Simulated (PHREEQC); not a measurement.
Leach liquor (model solution)

Solution (25 °C): 0.25 mol H2SO4, 3.7e-05 mol CuSO4 and 0.00012 mol MnSO4 per kg of water. Closed to the air; pH follows from the charge balance.

All values are PHREEQC results (ion-association model, wateq4f.dat), not measurements.

This is a speciation only: nothing precipitates in the calculation.

Predict the pH, activity of water.

pH 0.66; activity of water 0.991.

In which forms is Cu present?

Cu+2 72 %, CuSO4 28 % of the Cu.

Species that the database lacks are ignored.
